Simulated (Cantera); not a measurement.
Input: 1 mol Fe₂O₃, 2.2 mol C, 0.17 mol H₂, equilibrated at 1.90 mbar.

Method: chemical equilibrium by Gibbs-energy minimisation in Cantera with the NASA 1993 tables (ideal gas, pure condensed phases). Candidate condensed phases: C, C₆H₆, C₇H₈, C₈H₁₈, Fe, Fe(CO)₅, FeO, Fe(OH)₂, Fe(OH)₃, Fe₂O₃, Fe₃O₄, H₂O; 114 gas species. Each liquid is taken as pure. Mutual solubility and eutectic melting of coexisting phases are not modelled. The tables' stoichiometric FeO is somewhat more stable than real wüstite, so its field is too wide. FeO: taken at fixed stoichiometry. Kinetics and transport are ignored.

Q: What share of the Fe ends up in condensed phases as a function of T (K), at 1523, 1673, 1823, 1973, 2123, 2273, 2423?

A: 
```
T (K)  Fe condensed (%)              as
-----  ----------------  --------------
1523              100.0  Fe(γ) + FeO(s)
1673               99.7  Fe(δ) + FeO(l)
1823               97.4  Fe(l) + FeO(l)
1973               80.3  Fe(l) + FeO(l)
2123               18.6          FeO(l)
2273                0.0               -
2423                0.0               -
```
